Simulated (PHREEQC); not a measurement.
A solution holds 0.0099 mol (NH4)2HPO4 per kg of water, at 70 °C. Closed to the air; pH follows from the charge balance.

Model: ion-association model, phreeqc.dat, run in PHREEQC.

| Quantity | Value |
|---|---|
| pH | 7.33 |
| ionic strength | 0.0243 mol/kgw |
| specific conductance | 3990 µS/cm |
| total alkalinity | 9.90 meq/kg |

```tsv
species	molality	activity	log γ
NH4+	0.0171	0.0143	-0.077
HPO4-2	0.00720	0.00381	-0.276
H2PO4-	0.00270	0.00231	-0.068
NH3	0.00270	0.00271	0.002
OH-	4.08e-6	3.45e-6	-0.074
PO4-3	3.56e-7	8.02e-8	-0.647
H+	5.37e-8	4.68e-8	-0.059
H3PO4	2.53e-8	2.54e-8	0.002
```

Precipitation was switched off in this run. Away from 25 °C the constants follow the database's enthalpies or fits; those with neither stay at their 25 °C values.
